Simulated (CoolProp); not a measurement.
Vapour-liquid equilibrium of trans-2-butene (1) + acetone (2) at 10.55 °C; x and y are mole fractions of (1).

The numbers come from the multi-fluid Helmholtz-energy mixture model, Lemmon 2005 and Lemmon 2006; pair parameters Bell 2016 in CoolProp.

Question: Give the bubble pressure and the first vapour's composition at x = 0.05, 0.2, 0.35. Is there an azeotrope?

Answer: x = 0.05: 0.3677 bar, y = 0.583; x = 0.2: 0.8174 bar, y = 0.832; x = 0.35: 1.056 bar, y = 0.882. No azeotrope shows between x = 0.05 and 0.95.

Pair parameters are fitted to limited data, so mixtures are less certain than the pure fluids. With so large a gap from Raoult's law the liquid may split in two, which this calculation doesn't test in full.
